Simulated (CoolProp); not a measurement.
Computed with CoolProp (reference Helmholtz-energy equation of state, Tillner-Roth 1997).

Task: Give the vapour pressure (MPa), liquid density (kg/m³), surface tension (mN/m), liquid viscosity (µPa s) of saturated CH2F2 (R32) at 221.2, 246.5, 261.7 K.

Result: 
| T (K) | p (MPa) | liquid density (kg/m³) | surface tension (mN/m) | liquid viscosity (µPa s) |
|---|---|---|---|---|
| 221.2 | 0.0998 | 1210 | 20.7 | 301 |
| 246.5 | 0.313 | 1140 | 15.8 | 214 |
| 261.7 | 0.554 | 1090 | 13.0 | 176 |

Viscosity comes from a separate model (Bell 2016), an estimate that may be off by 10 % or more. Surface tension comes from a separate correlation (Mulero 2012).
